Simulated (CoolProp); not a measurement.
Dodecamethylcyclohexasiloxane (D6) at several states: density (kg/m³) from the reference equation and from simpler models built on Tc = 372.6 °C, pc = 9.614 bar, ω = 0.736; each cubic takes its own stable root.

Values from CoolProp's reference Helmholtz-energy equation of state, Colonna 2008. It is a short technical equation, of lower accuracy than the large ones.

```json
[
 {"T (°C)": "215.85", "p (bar)": "16.3", "phase": "liquid", "reference": "757.8"},
 {"T (°C)": "307.75", "p (bar)": "36.9", "phase": "liquid", "reference": "658.4"},
 {"T (°C)": "167.45", "p (bar)": "47.5", "phase": "liquid", "reference": "830.6"},
 {"T (°C)": "15.35", "p (bar)": "23.1", "phase": "liquid", "reference": "984.2"},
 {"T (°C)": "303.15", "p (bar)": "55.5", "phase": "liquid", "reference": "685.1"}
]
```

Problem. How far does each simpler model (van der Waals, Redlich-Kwong, Peng-Robinson) lie from the reference over these 5 states: mean and median of the absolute difference, and the worst?

Solution. 
- van der Waals: mean 36.8 %, median 38.3 %, worst -44.1 % at 15.35 °C and 23.1 bar
- Redlich-Kwong: mean 12.6 %, median 13.1 %, worst -17.9 % at 15.35 °C and 23.1 bar
- Peng-Robinson: mean 5.3 %, median 5.2 %, worst +7.4 % at 303.15 °C and 55.5 bar
